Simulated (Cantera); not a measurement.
An isothermal, constant-pressure homogeneous reactor starts with 4.31 % H₂, 95.7 % O₂, equivalence ratio 0.022, at 1275 K and 1.58 Torr.

Model: the H2/O2 subset of GRI-Mech 3.0, which has no nitrogen chemistry, integrated in Cantera. Radical loss at walls, strong at low pressure, is not modelled. The temperature is held fixed by assumption; the heat of reaction is taken as removed at once.

x: mole fraction; the columns are a selection and need not sum to one.

```json
[
 {"t (s)": "0.000500", "x H₂": "0.0431", "x O₂": "0.957", "x O": "7.91e-9", "x H": "6.46e-9", "x H₂O": "3.05e-9", "x HO₂": "1.13e-8", "x OH": "6.84e-9"},
 {"t (s)": "0.00129", "x H₂": "0.0431", "x O₂": "0.957", "x O": "[?]", "x H": "[?]", "x H₂O": "[?]", "x HO₂": "[?]", "x OH": "[?]"},
 {"t (s)": "0.00335", "x H₂": "0.0431", "x O₂": "0.957", "x O": "7.48e-7", "x H": "2.89e-7", "x H₂O": "9.62e-7", "x HO₂": "7.58e-8", "x OH": "5.45e-7"},
 {"t (s)": "0.00865", "x H₂": "0.0421", "x O₂": "0.956", "x O": "0.000487", "x H": "0.000187", "x H₂O": "0.000674", "x HO₂": "2.50e-7", "x OH": "0.000349"},
 {"t (s)": "0.0224", "x H₂": "0.000751", "x O₂": "0.921", "x O": "0.0314", "x H": "0.00580", "x H₂O": "0.0374", "x HO₂": "3.96e-7", "x OH": "0.00399"},
 {"t (s)": "0.0579", "x H₂": "0.000641", "x O₂": "0.921", "x O": "0.0314", "x H": "0.00546", "x H₂O": "0.0378", "x HO₂": "3.85e-7", "x OH": "0.00377"},
 {"t (s)": "0.150", "x H₂": "0.000619", "x O₂": "0.922", "x O": "0.0302", "x H": "0.00516", "x H₂O": "0.0381", "x HO₂": "3.81e-7", "x OH": "0.00371"},
 {"t (s)": "0.387", "x H₂": "[?]", "x O₂": "0.925", "x O": "[?]", "x H": "[?]", "x H₂O": "0.0386", "x HO₂": "3.72e-7", "x OH": "0.00355"},
 {"t (s)": "1.00", "x H₂": "0.000455", "x O₂": "0.932", "x O": "0.0215", "x H": "0.00313", "x H₂O": "0.0398", "x HO₂": "3.48e-7", "x OH": "0.00319"},
 {"t (s)": "2.59", "x H₂": "0.000271", "x O₂": "0.942", "x O": "0.0124", "x H": "0.00139", "x H₂O": "0.0415", "x HO₂": "2.90e-7", "x OH": "0.00248"},
 {"t (s)": "6.70", "x H₂": "9.97e-5", "x O₂": "0.951", "x O": "0.00446", "x H": "0.000301", "x H₂O": "0.0429", "x HO₂": "1.85e-7", "x OH": "0.00151"},
 {"t (s)": "17.3", "x H₂": "2.33e-5", "x O₂": "0.955", "x O": "0.00103", "x H": "3.35e-5", "x H₂O": "0.0436", "x HO₂": "7.94e-8", "x OH": "0.000731"},
 {"t (s)": "44.8", "x H₂": "4.55e-6", "x O₂": "0.956", "x O": "0.000200", "x H": "2.88e-6", "x H₂O": "0.0438", "x HO₂": "2.54e-8", "x OH": "0.000324"},
 {"t (s)": "116", "x H₂": "9.50e-7", "x O₂": "0.956", "x O": "4.18e-5", "x H": "2.75e-7", "x H₂O": "0.0439", "x HO₂": "9.53e-9", "x OH": "0.000148"},
 {"t (s)": "300", "x H₂": "2.37e-7", "x O₂": "0.956", "x O": "1.04e-5", "x H": "3.42e-8", "x H₂O": "0.0440", "x HO₂": "7.96e-9", "x OH": "7.39e-5"}
]
```

Complete the blanks.


- 0.00129, x O: 4.58e-8
- 0.00129, x H: 2.14e-8
- 0.00129, x H₂O: 3.79e-8
- 0.00129, x HO₂: 2.93e-8
- 0.00129, x OH: 3.53e-8
- 0.387, x H₂: 0.000567
- 0.387, x O: 0.0274
- 0.387, x H: 0.00447
